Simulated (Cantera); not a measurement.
Input: 1 mol PbO, 2.3 mol CO, 0.21 mol H2, equilibrated at 0.00200 bar.

Equilibrium computed with Cantera from the NASA thermochemical tables; the gas is ideal and each condensed phase is pure. Candidate condensed phases: C, C6H6, C7H8, C8H18, H2O, Pb, PbO, PbO2, Pb3O4; 113 gas species. The numbers say what is thermodynamically allowed, not how fast it happens.

x: gas mole fraction; n: condensed amount in mol.

| T (°C) | x CO | x CO2 | x Pb | x H2 | x H2O | n Pb(l) |
|---|---|---|---|---|---|---|
| 652 | 0.539 | 0.376 | 0.00134 | 0.0621 | 0.0215 | 0.997 |
| 702 | 0.541 | 0.372 | 0.00458 | 0.0582 | 0.0250 | 0.988 |
| 752 | 0.539 | 0.365 | 0.0139 | 0.0542 | 0.0283 | 0.965 |
| 802 | 0.529 | 0.352 | 0.0380 | 0.0497 | 0.0308 | 0.901 |
| 852 | 0.501 | 0.329 | [?] | [?] | 0.0318 | [?] |
| 902 | 0.435 | 0.282 | 0.218 | 0.0358 | 0.0297 | 0.301 |
| 952 | 0.399 | 0.256 | 0.285 | 0.0308 | 0.0290 | 0 |
| 1002 | 0.401 | 0.254 | 0.285 | 0.0291 | 0.0307 | 0 |
| 1052 | 0.403 | 0.253 | 0.285 | 0.0276 | 0.0322 | 0 |
| 1102 | 0.404 | 0.251 | 0.285 | 0.0262 | 0.0336 | 0 |
| 1152 | 0.405 | 0.250 | 0.285 | 0.0249 | 0.0349 | 0 |
| 1202 | 0.407 | 0.249 | 0.285 | 0.0237 | 0.0361 | 0 |
| 1252 | 0.408 | 0.248 | 0.285 | 0.0227 | 0.0371 | 0 |
| 1302 | 0.409 | 0.247 | 0.285 | 0.0217 | 0.0380 | 0 |

Q: What belongs in the gaps?

A: 
- 852, x Pb: 0.0946
- 852, x H2: 0.0440
- 852, n Pb(l): 0.738
